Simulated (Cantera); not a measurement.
An isothermal, constant-pressure homogeneous reactor starts with 6.72 % H₂, 93.3 % O₂, equivalence ratio 0.036, at 1025 K and 0.00464 atm.

Model: GRI-Mech 3.0 (53 species, 325 reactions), integrated in Cantera. Radical loss at walls, strong at low pressure, is not modelled. The temperature is held fixed by assumption; the heat of reaction is taken as removed at once.

x: mole fraction; the columns are a selection and need not sum to one.

```json
[
 {"t (s)": "0.000400", "x H₂": "0.0672", "x O₂": "0.933", "x OH": "5.15e-11", "x HO₂": "1.67e-10", "x H₂O": "4.10e-11"},
 {"t (s)": "0.000768", "x H₂": "0.0672", "x O₂": "0.933", "x OH": "1.48e-10", "x HO₂": "3.22e-10", "x H₂O": "2.25e-10"},
 {"t (s)": "0.00147", "x H₂": "0.0672", "x O₂": "0.933", "x OH": "5.51e-10", "x HO₂": "6.21e-10", "x H₂O": "1.39e-9"},
 {"t (s)": "0.00283", "x H₂": "0.0672", "x O₂": "0.933", "x OH": "4.27e-9", "x HO₂": "___", "x H₂O": "1.45e-8"},
 {"t (s)": "0.00543", "x H₂": "0.0672", "x O₂": "0.933", "x OH": "1.77e-7", "x HO₂": "___", "x H₂O": "6.45e-7"},
 {"t (s)": "0.0104", "x H₂": "0.0661", "x O₂": "0.932", "x OH": "0.000204", "x HO₂": "___", "x H₂O": "0.000767"},
 {"t (s)": "0.0200", "x H₂": "0.00322", "x O₂": "0.893", "x OH": "0.00306", "x HO₂": "2.78e-6", "x H₂O": "0.0526"},
 {"t (s)": "0.0384", "x H₂": "0.00126", "x O₂": "0.896", "x OH": "0.00211", "x HO₂": "2.61e-6", "x H₂O": "0.0586"},
 {"t (s)": "0.0737", "x H₂": "0.000949", "x O₂": "0.905", "x OH": "0.00183", "x HO₂": "2.55e-6", "x H₂O": "0.0620"},
 {"t (s)": "0.141", "x H₂": "0.000573", "x O₂": "0.916", "x OH": "0.00141", "x HO₂": "___", "x H₂O": "0.0656"},
 {"t (s)": "0.271", "x H₂": "0.000251", "x O₂": "0.924", "x OH": "0.000928", "x HO₂": "___", "x H₂O": "0.0680"},
 {"t (s)": "0.521", "x H₂": "8.19e-5", "x O₂": "0.928", "x OH": "0.000527", "x HO₂": "___", "x H₂O": "0.0690"},
 {"t (s)": "1.00", "x H₂": "2.27e-5", "x O₂": "0.930", "x OH": "0.000278", "x HO₂": "___", "x H₂O": "0.0693"}
]
```

### Question
What belongs in the gaps?

### Answer

- 0.00283, x HO₂: 1.23e-9
- 0.00543, x HO₂: 4.52e-9
- 0.0104, x HO₂: 1.33e-6
- 0.141, x HO₂: 2.34e-6
- 0.271, x HO₂: 1.88e-6
- 0.521, x HO₂: 1.24e-6
- 1.00, x HO₂: 6.54e-7
